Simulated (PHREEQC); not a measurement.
Buffer (model solution)

Make-up at 25 °C: 0.0033 mol H3PO4, 0.069 mol Na2SO4 and 3.5e-05 mol KCl per kg of water. Closed to the air; pH follows from the charge balance.

All values are PHREEQC results (ion-association model, wateq4f.dat), not measurements.

This is a speciation only: nothing precipitates in the calculation.

Problem. Estimate the pH, ionic strength.

Solution. pH 3.06; ionic strength 0.185 mol/kgw.

Problem. In which forms is S present?

Solution. SO4-2 82 %, NaSO4- 16 %, HSO4- 2.8 % of the S.

Species that the database lacks are ignored. H3PO4, which wateq4f.dat lacks, is added to it with the constant of phreeqc.dat.
